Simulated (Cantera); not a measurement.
Input: 1 mol AlCl3, 1.2 mol N2O, 240 mol H2, at 2198 K and 0.563 Torr.

Cantera equilibrium calculation (NASA polynomials, part measured and part estimated; ideal gas, pure solids and liquids). Candidate condensed phases: Al, AlCl3, AlN, Al2O3, H2O, NH4Cl; 45 gas species. The tables' values for AlOH are old estimates; treat these amounts as uncertain. Rates play no part.

Base state: H2 0.797, H 0.182, HCl 0.00771, N2 0.00448, H2O 0.00417, AlCl 0.00219, Al 0.00134, Cl 0.00128 (mole fractions); condensed: gas only.

**Question.** What changes in the equilibrium state with this change: AlCl3 replaced by Al(CH3)3?

**Answer.** 
```tsv
species	before	after
H2	0.797	0.802
H	0.182	0.182
CO	0	0.00440
HCl	0.00771	0
Al	0.00134	0.00365
H2O	0.00417	<1e-9
AlCl	0.00219	0
C2H2 (acetylene)	0	0.00203
HCN	0	0.00159
C(graphite), mol	0	0.203
```
The feed counts by its element totals alone. Further candidate phases: C, C6H6, C7H8, C8H18.
